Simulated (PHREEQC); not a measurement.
A column of 0.1 m (30 cells, dispersivity 0.0035 m, 300 s a shift, diffusion coefficient 3e-10 m²/s) holds 0.057 eq of the database's cation exchanger X per kg of pore water, first in equilibrium with 26 mmol/kgw MnCl2 and 0.01 mmol/kgw HCl. It is flushed with 0.035 mol/kgw NaCl, 0.025 mol/kgw BaCl2 and 1e-05 mol/kgw HCl, at 25 °C. Values are for the last cell. No CO2 enters from the air. No solid was allowed to form.

The series has 31 steps of pore volumes, from 0 to 4.017.

The numbers come from PHREEQC with the ion-association model, phreeqc.dat.

Question: After how many pore volumes does Na at the outlet first reach half of its feed value?

Answer: By 1.2 pore volumes.

Question: After how many pore volumes does Ba at the outlet first reach half of its feed value?

Answer: By 2.1 pore volumes.
